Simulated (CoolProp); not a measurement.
Toluene along the isobar 4640 kPa: density (kg/m³) from the reference equation and from simpler models built on Tc = 591.7 K, pc = 4126 kPa, ω = 0.266; each cubic takes its own stable root.

Model: reference Helmholtz-energy equation of state, Lemmon 2006, in CoolProp. It is a short technical equation, of lower accuracy than the large ones.

| T (K) | phase | reference |
|---|---|---|
| 493.2 | liquid | 662.7 |
| 502.9 | liquid | 649.4 |
| 512.7 | liquid | 635.2 |
| 522.5 | liquid | 620.1 |
| 532.2 | liquid | 604.2 |
| 542 | liquid | 586.7 |
| 551.7 | liquid | 567.6 |
| 561.5 | liquid | 545.9 |
| 571.2 | liquid | 520.8 |
| 581 | liquid | 489.5 |
| 590.7 | liquid | 445.7 |
| 600.5 | supercritical | 332.6 |
| 610.2 | supercritical | 189.9 |
| 620 | supercritical | 159.6 |

Task: How far does each simpler model (van der Waals, Redlich-Kwong, Soave-Redlich-Kwong, Peng-Robinson) lie from the reference over these 14 states: mean and median of the absolute difference, and the worst?

Result: 
- van der Waals: mean 31.8 %, median 37.7 %, worst -38.7 % at 493.2 K and 4640 kPa
- Redlich-Kwong: mean 15.5 %, median 17.2 %, worst -22.2 % at 590.7 K and 4640 kPa
- Soave-Redlich-Kwong: mean 14.7 %, median 14.4 %, worst -22.0 % at 590.7 K and 4640 kPa
- Peng-Robinson: mean 5.2 %, median 3.5 %, worst -14.8 % at 600.5 K and 4640 kPa
